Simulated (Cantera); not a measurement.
An adiabatic, constant-volume homogeneous reactor starts with CH₄ : H₂ : O₂ : N₂ = 1 : 0.92 : 4.73 : 17.8 (molar parts), equivalence ratio 0.52, at 1800 K and 14.0 bar.

Model: GRI-Mech 3.0 (53 species, 325 reactions), integrated in Cantera. The pressure lies above the range GRI-Mech 3.0 was tuned for (to about 10 atm).

Q: Predict: time of steepest temperature rise; temperature at 0.100 s; equilibrium temperature; x(H₂) at 0.100 s; x(O₂) at 0.100 s; x(NO) at 0.100 s; x(H₂O₂) at 0.100 s.

A: 
- time of steepest temperature rise = 3.05 µs
- temperature at 0.100 s = 2897 K
- equilibrium temperature = 2897 K
- x(H₂) at 0.100 s = 0.00258 (gas-phase equilibrium 0.00258)
- x(O₂) at 0.100 s = 0.0794 (gas-phase equilibrium 0.0794)
- x(NO) at 0.100 s = 0.0247 (gas-phase equilibrium 0.0247)
- x(H₂O₂) at 0.100 s = 2.14e-6 (gas-phase equilibrium 2.14e-6)
